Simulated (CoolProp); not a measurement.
A single-stage vapour-compression cycle with the fluid: evaporating at 266.15 K (dew point), condensing at 289.15 K (bubble point), superheat 5 K, subcooling 8 K, compressor efficiency 0.85, no pressure losses. The same conditions are run with several fluids, on thermodynamics alone (safety and materials aside).

Model: reference Helmholtz-energy equation of state of each fluid (isobutene: Lemmon 2005; R141b: Lemmon 2006; nitrous oxide: Lemmon 2006; R236EA: Rui 2013; n-butane: Bücker 2006; CH3F (R41): Lemmon 2006), in CoolProp.

```csv
fluid,cooling COP,pressure ratio,discharge temperature (K),refrigerating effect (kJ/kg),volumetric capacity (kJ/m³)
isobutene,9.53,___,299.0,365,960
R141b,___,2.75,304.3,227,241
nitrous oxide,8.01,___,315.3,224,14800
R236EA,9.53,2.59,293.3,157,626
n-butane,___,2.32,296.8,365,763
CH3F (R41),___,___,316.2,325,___
```

### Question
Fill in the missing entries.

### Answer

- isobutene, pressure ratio: 2.27
- R141b, cooling COP: 9.59
- nitrous oxide, pressure ratio: 1.77
- n-butane, cooling COP: 9.56
- CH3F (R41), cooling COP: 8.36
- CH3F (R41), pressure ratio: 1.84
- CH3F (R41), volumetric capacity (kJ/m³): 10600
